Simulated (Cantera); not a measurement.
Feed: 1 mol FeS, 0.17 mol H₂S, 0.086 mol H₂O, 0.0016 mol H₂, at 0.133 bar.

Equilibrium computed with Cantera from the NASA thermochemical tables; the gas is ideal and each condensed phase is pure. Candidate condensed phases: Fe, FeO, Fe(OH)₂, Fe(OH)₃, FeS, FeSO₄, FeS₂, Fe₂O₃, Fe₂(SO₄)₃, Fe₃O₄, H₂O, H₂SO₄, S; 22 gas species. FeS: taken at fixed stoichiometry. Gases not in the tables: S₃ to S₇. Equilibrium is a limit: real reactors are often held back by kinetics, nucleation or transport.

Task: Which condensed phases are stable at each of these points (T (K)): 873, 948, 1023, 1098, 1173, 1248, 1323, 1398, 1473, 1548, 1623, 1698, 1773, 1848?

Result: 
```json
[
 {"T (K)": "873", "condensed phases": "FeS(s)", "Fe condensed (%)": "100.0"},
 {"T (K)": "948", "condensed phases": "FeS(s)", "Fe condensed (%)": "100.0"},
 {"T (K)": "1023", "condensed phases": "FeS(s)", "Fe condensed (%)": "100.0"},
 {"T (K)": "1098", "condensed phases": "FeS(s)", "Fe condensed (%)": "100.0"},
 {"T (K)": "1173", "condensed phases": "FeS(s)", "Fe condensed (%)": "100.0"},
 {"T (K)": "1248", "condensed phases": "FeS(s)", "Fe condensed (%)": "100.0"},
 {"T (K)": "1323", "condensed phases": "FeS(s)", "Fe condensed (%)": "100.0"},
 {"T (K)": "1398", "condensed phases": "FeS(s)", "Fe condensed (%)": "100.0"},
 {"T (K)": "1473", "condensed phases": "FeS(l)", "Fe condensed (%)": "100.0"},
 {"T (K)": "1548", "condensed phases": "FeS(l)", "Fe condensed (%)": "100.0"},
 {"T (K)": "1623", "condensed phases": "FeS(l)", "Fe condensed (%)": "100.0"},
 {"T (K)": "1698", "condensed phases": "FeS(l)", "Fe condensed (%)": "100.0"},
 {"T (K)": "1773", "condensed phases": "FeS(l)", "Fe condensed (%)": "100.0"},
 {"T (K)": "1848", "condensed phases": "FeS(l)", "Fe condensed (%)": "100.0"}
]
```

From 873 K to 1398 K the condensed part is FeS(s). From 1473 K to 1848 K the condensed part is FeS(l).
